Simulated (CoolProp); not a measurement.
Properties of sulfur dioxide along the isotherm 112.85 °C (Tc = 157.5 °C, pc = 7.887 MPa, ω = 0.256).

Values from CoolProp's reference Helmholtz-energy equation of state, Gao 2016.

```
p (MPa)   phase  density (kg/m³)  cp (kJ/(kg K))  expansivity (1/kK)
-------  ------  ---------------  --------------  ------------------
2.69        gas            67.83           1.057               5.802
5.38     liquid             1072           1.764               4.769
8.08     liquid             1094           1.665               4.093
10.8     liquid             1113           1.598               3.642
13.5     liquid             1129           1.549               3.318
16.2     liquid             1143           1.511               3.069
18.8     liquid             1155           1.481               2.876
21.5     liquid             1167           1.455               2.711
24.2     liquid             1178           1.433               2.572
26.9     liquid             1188           1.414               2.453
29.6     liquid             1198           1.397               2.349
32.3     liquid             1206           1.382               2.257
35       liquid             1215           1.369               2.176
```
